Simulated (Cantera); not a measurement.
Charge: 1 mol Si, 0.063 mol CO2, 190 mol H2, 0.031 mol N2O, at 827 °C.

Equilibrium computed with Cantera from the NASA thermochemical tables; the gas is ideal and each condensed phase is pure. Candidate condensed phases: C, C6H6, C7H8, C8H18, H2O, Si, SiC, SiO2, Si2N2O, Si3N4; 151 gas species. Mutual solubility and eutectic melting of coexisting phases are not modelled. Rates play no part.

Q: Which condensed phases are stable at each of these points (P (Pa)): 0.100, 0.750, 5.60, 42, 320, 2400, 18000, 130000, 1000000?

A: 
```tsv
P (Pa)	condensed phases	Si condensed (%)
0.100	Si(s) + SiC(s) + Si2N2O(s)	87.4
0.750	Si(s) + SiC(s) + Si2N2O(s)	87.4
5.60	Si(s) + SiC(s) + SiO2(β-quartz) + Si2N2O(s)	92.2
42	Si(s) + SiC(s) + SiO2(β-quartz) + Si2N2O(s)	99.0
320	Si(s) + SiC(s) + SiO2(β-quartz) + Si2N2O(s)	99.9
2400	Si(s) + SiC(s) + SiO2(β-quartz) + Si2N2O(s)	100.0
18000	Si(s) + SiC(s) + SiO2(β-quartz) + Si2N2O(s)	100.0
130000	Si(s) + SiC(s) + SiO2(β-quartz) + Si2N2O(s)	100.0
1000000	Si(s) + SiC(s) + SiO2(β-quartz) + Si2N2O(s)	99.9
```

From 0.100 Pa to 0.750 Pa the condensed part is Si(s) + SiC(s) + Si2N2O(s). From 5.60 Pa to 10.0 bar the condensed part is Si(s) + SiC(s) + SiO2(β-quartz) + Si2N2O(s).
